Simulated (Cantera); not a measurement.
# Premixed flame

A freely propagating, adiabatic, planar premixed flame of C₃H₈ : O₂ : N₂ : H₂O = 1 : 3.57 : 13.4 : 2.7 (molar parts), equivalence ratio 1.4, unburnt at 375 K and 3.00 bar; mixture-averaged transport, grid criteria slope 0.08 and curve 0.16, no radiation.

Computed with Cantera and GRI-Mech 3.0 (53 species, 325 reactions). GRI-Mech 3.0 was tuned for natural gas; its chemistry of propane as a main component is partial and can be far from experiment. Burning velocities carry a grid error of a few per cent, more on coarse grids.

```json
[
 {"z (mm)": "-1.26", "T (K)": "376", "u (m/s)": "0.126", "x C₃H₈": "0.0482", "x O₂": "0.172", "x H₂O": "0.130", "x NO": "<1e-8", "x CO₂": "1.49e-6", "x OH": "<1e-8"},
 {"z (mm)": "-0.841", "T (K)": "381", "u (m/s)": "0.129", "x C₃H₈": "0.0480", "x O₂": "0.171", "x H₂O": "0.130", "x NO": "<1e-8", "x CO₂": "2.25e-5", "x OH": "<1e-8"},
 {"z (mm)": "-0.631", "T (K)": "401", "u (m/s)": "0.136", "x C₃H₈": "0.0477", "x O₂": "0.168", "x H₂O": "0.132", "x NO": "<1e-8", "x CO₂": "0.000143", "x OH": "<1e-8"},
 {"z (mm)": "-0.420", "T (K)": "517", "u (m/s)": "0.179", "x C₃H₈": "0.0460", "x O₂": "0.156", "x H₂O": "0.142", "x NO": "1.98e-8", "x CO₂": "0.00134", "x OH": "<1e-8"},
 {"z (mm)": "-0.210", "T (K)": "934", "u (m/s)": "0.334", "x C₃H₈": "0.0331", "x O₂": "0.111", "x H₂O": "0.176", "x NO": "3.37e-7", "x CO₂": "0.00905", "x OH": "2.68e-7"},
 {"z (mm)": "-0.105", "T (K)": "1279", "u (m/s)": "0.471", "x C₃H₈": "0.0140", "x O₂": "0.0702", "x H₂O": "0.204", "x NO": "9.52e-7", "x CO₂": "0.0185", "x OH": "6.62e-6"},
 {"z (mm)": "0", "T (K)": "1627", "u (m/s)": "0.613", "x C₃H₈": "0.000290", "x O₂": "0.0275", "x H₂O": "0.232", "x NO": "1.81e-6", "x CO₂": "0.0324", "x OH": "0.000150"},
 {"z (mm)": "0.105", "T (K)": "1796", "u (m/s)": "0.677", "x C₃H₈": "1.20e-7", "x O₂": "0.00858", "x H₂O": "0.242", "x NO": "3.03e-6", "x CO₂": "0.0442", "x OH": "0.000273"},
 {"z (mm)": "0.210", "T (K)": "1854", "u (m/s)": "0.698", "x C₃H₈": "<1e-8", "x O₂": "0.00304", "x H₂O": "0.243", "x NO": "3.92e-6", "x CO₂": "0.0509", "x OH": "0.000234"},
 {"z (mm)": "0.420", "T (K)": "1886", "u (m/s)": "0.708", "x C₃H₈": "<1e-8", "x O₂": "0.000667", "x H₂O": "0.242", "x NO": "4.57e-6", "x CO₂": "0.0568", "x OH": "0.000124"},
 {"z (mm)": "0.841", "T (K)": "1897", "u (m/s)": "0.712", "x C₃H₈": "<1e-8", "x O₂": "0.000106", "x H₂O": "0.239", "x NO": "4.79e-6", "x CO₂": "0.0604", "x OH": "5.62e-5"},
 {"z (mm)": "1.68", "T (K)": "1899", "u (m/s)": "0.712", "x C₃H₈": "<1e-8", "x O₂": "1.16e-5", "x H₂O": "0.237", "x NO": "4.91e-6", "x CO₂": "0.0623", "x OH": "3.94e-5"},
 {"z (mm)": "3.36", "T (K)": "1898", "u (m/s)": "0.713", "x C₃H₈": "<1e-8", "x O₂": "4.99e-7", "x H₂O": "0.235", "x NO": "5.25e-6", "x CO₂": "0.0631", "x OH": "3.62e-5"}
]
```
x: mole fraction of selected species; z is measured from the peak of heat release.

| Item | Result |
|---|---|
| laminar burning velocity | 12.6 cm/s |
| thermal thickness | 0.420 mm |
| peak x(OH) | 0.000274 |
| grid points | 119 |
